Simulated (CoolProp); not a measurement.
R227EA along the isobar 2.39 MPa: Z from the reference equation and from simpler models built on Tc = 374.9 K, pc = 2.925 MPa, ω = 0.358; each cubic takes its own stable root.

Values from CoolProp's reference Helmholtz-energy equation of state, Lemmon 2016.

```
T (K)   phase  reference  van der Waals  Redlich-Kwong  Peng-Robinson
-----  ------  ---------  -------------  -------------  -------------
341.2  liquid     0.1204         0.1995         0.1482         0.1229
352.4  liquid     0.1252         0.2117         0.1592         0.1321
363.6  liquid     0.1370         0.6051         0.5436         0.1543
374.9     gas     0.6167         0.6615         0.6265         0.5998
386.1     gas     0.6830         0.7013         0.6785         0.6636
397.3     gas     0.7295         0.7325         0.7175         0.7099
408.5     gas     0.7651         0.7581         0.7487         0.7464
419.8     gas     0.7940         0.7800         0.7747         0.7766
431       gas     0.8177         0.7986         0.7966         0.8017
442.2     gas     0.8378         0.8148         0.8154         0.8233
```

At some of these states van der Waals, Redlich-Kwong gives the other phase, because its saturation line lies elsewhere.
